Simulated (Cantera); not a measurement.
**Reactions in the system N-O-Ti**

Cantera with NASA thermochemical tables; ideal gases at 1 bar, condensed phases pure. Values are per mole of reaction as written; species without (g) are pure solids or liquids, kept so even where they would boil at 1 bar.

N(g) + Ti₄O₇ ⇌ NO(g) + 2 Ti₂O₃

```
T (K)  ΔH° (kJ)  ΔS° (J/K)  ΔG° (kJ)  log10 K
-----  --------  ---------  --------  -------
300       -18.5       13.7     -22.6     3.93
625       -13.5       23.4     -28.2     2.36
725       -12.3       25.2     -30.6     2.21
825       -11.1       26.8     -33.2     2.10
925       -10.0       28.1     -36.0     2.03
1025       -8.9       29.3     -38.8     1.98
1125       -7.8       30.2     -41.8     1.94
1225       -6.8       31.1     -44.9     1.91
```
